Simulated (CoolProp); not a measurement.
Saturation properties of n-perfluoropentane (Tc = 147.9 °C, pc = 20.63 bar, ω = 0.436).

Values from CoolProp's reference Helmholtz-energy equation of state, Gao 2022.

```json
[
 {"T (°C)": "26.55", "p (bar)": "0.9150", "vapour density (kg/m³)": "11.16", "liquid cp (kJ/(kg K))": "1.051"},
 {"T (°C)": "29.55", "p (bar)": "1.022", "vapour density (kg/m³)": "(withheld)", "liquid cp (kJ/(kg K))": "1.057"},
 {"T (°C)": "32.55", "p (bar)": "1.140", "vapour density (kg/m³)": "13.75", "liquid cp (kJ/(kg K))": "1.063"},
 {"T (°C)": "35.55", "p (bar)": "1.267", "vapour density (kg/m³)": "15.22", "liquid cp (kJ/(kg K))": "1.069"},
 {"T (°C)": "38.65", "p (bar)": "1.410", "vapour density (kg/m³)": "16.87", "liquid cp (kJ/(kg K))": "(withheld)"},
 {"T (°C)": "41.65", "p (bar)": "1.560", "vapour density (kg/m³)": "18.59", "liquid cp (kJ/(kg K))": "(withheld)"},
 {"T (°C)": "44.65", "p (bar)": "1.721", "vapour density (kg/m³)": "20.46", "liquid cp (kJ/(kg K))": "1.088"},
 {"T (°C)": "47.65", "p (bar)": "1.896", "vapour density (kg/m³)": "22.47", "liquid cp (kJ/(kg K))": "1.094"},
 {"T (°C)": "50.65", "p (bar)": "2.084", "vapour density (kg/m³)": "24.64", "liquid cp (kJ/(kg K))": "1.100"},
 {"T (°C)": "53.65", "p (bar)": "2.285", "vapour density (kg/m³)": "26.97", "liquid cp (kJ/(kg K))": "1.107"},
 {"T (°C)": "56.65", "p (bar)": "2.502", "vapour density (kg/m³)": "29.48", "liquid cp (kJ/(kg K))": "1.113"},
 {"T (°C)": "59.75", "p (bar)": "2.741", "vapour density (kg/m³)": "32.28", "liquid cp (kJ/(kg K))": "1.120"},
 {"T (°C)": "62.75", "p (bar)": "(withheld)", "vapour density (kg/m³)": "35.18", "liquid cp (kJ/(kg K))": "1.127"}
]
```

Task: Fill in the missing entries.

Result: 
- 29.55, vapour density (kg/m³): 12.40
- 38.65, liquid cp (kJ/(kg K)): 1.075
- 41.65, liquid cp (kJ/(kg K)): 1.081
- 62.75, p (bar): 2.989

It boils at 29.3 °C under 1 atm.
